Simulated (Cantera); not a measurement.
Feed: 1 mol Fe₃O₄, 4.7 mol H₂, 0.97 mol H₂O, equilibrated at 1650 °C and 1000 Pa.

Equilibrium computed with Cantera from the NASA thermochemical tables; the gas is ideal and each condensed phase is pure. Candidate condensed phases: Fe, FeO, Fe(OH)₂, Fe(OH)₃, Fe₂O₃, Fe₃O₄, H₂O; 12 gas species. The tables' stoichiometric FeO is somewhat more stable than real wüstite, so its field is too wide. FeO: taken at fixed stoichiometry. Kinetics and transport are ignored.

Base state: H₂ 0.626, H₂O 0.354, Fe 0.0122, H 0.00746, OH 0.000363, FeO 0.000113, Fe(OH)₂ 9.74e-5 (mole fractions); condensed: FeO(l).

### Question
What changes in the equilibrium state with this change: H₂O from 0.97 to 4.6 mol?

### Answer
| species | before | after |
|---|---|---|
| H₂O | 0.354 | 0.601 |
| H₂ | 0.626 | 0.388 |
| H | 0.00746 | 0.00587 |
| Fe | 0.0122 | 0.00444 |
| OH | 0.000363 | 0.000784 |
| Fe(OH)₂ | 9.74e-5 | 0.000166 |
| FeO | 0.000113 | 0.000113 |
| FeO(l), mol | 2.93 | 2.96 |
